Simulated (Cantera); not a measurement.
# Stirred combustor or abatement burner

A perfectly stirred reactor is fed with 1.90 % CO, 0.209 % H2, 2.66 % CH4, 9.24 % O2, 86.0 % N2, at 400000 Pa; it is adiabatic with a 550 K inlet, and is followed from long to short residence time, starting on the burning branch (τ in s: 0.28, 0.088, 0.028, 0.009, 0.0029, 0.00091, 0.00029, 9.3e-05, 3e-05, 9.4e-06, 3e-06).

Model: GRI-Mech 3.0 (53 species, 325 reactions), integrated in Cantera.

| τ (s) | T (K) | x CO | x H2 | x CH4 | x CH2CO | x CH3 | x HCO |
|---|---|---|---|---|---|---|---|
| 0.28 | 1361 | 0.000335 | 1.64e-5 | 2.14e-5 | 5.85e-8 | 1.75e-6 | 2.02e-9 |
| 0.088 | 1355 | 0.000855 | 4.29e-5 | 5.22e-5 | 2.02e-7 | 3.76e-6 | 6.80e-9 |
| 0.028 | 1340 | 0.00243 | 0.000127 | 0.000146 | 7.53e-7 | 8.09e-6 | 2.31e-8 |
| 0.0090 | 550 | 0.0190 | 0.00209 | 0.0266 | <1e-12 | <1e-12 | <1e-12 |
| 0.0029 | 550 | 0.0190 | 0.00209 | 0.0266 | <1e-12 | <1e-12 | <1e-12 |
| 0.00091 | 550 | 0.0190 | 0.00209 | 0.0266 | <1e-12 | <1e-12 | <1e-12 |
| 0.00029 | 550 | 0.0190 | 0.00209 | 0.0266 | <1e-12 | <1e-12 | <1e-12 |
| 9.3e-5 | 550 | 0.0190 | 0.00209 | 0.0266 | <1e-12 | <1e-12 | <1e-12 |
| 3.0e-5 | 550 | 0.0190 | 0.00209 | 0.0266 | <1e-12 | <1e-12 | <1e-12 |
| 9.4e-6 | 550 | 0.0190 | 0.00209 | 0.0266 | <1e-12 | <1e-12 | <1e-12 |
| 3.0e-6 | 550 | 0.0190 | 0.00209 | 0.0266 | <1e-12 | <1e-12 | <1e-12 |
x: mole fraction; the columns are a selection and need not sum to one.
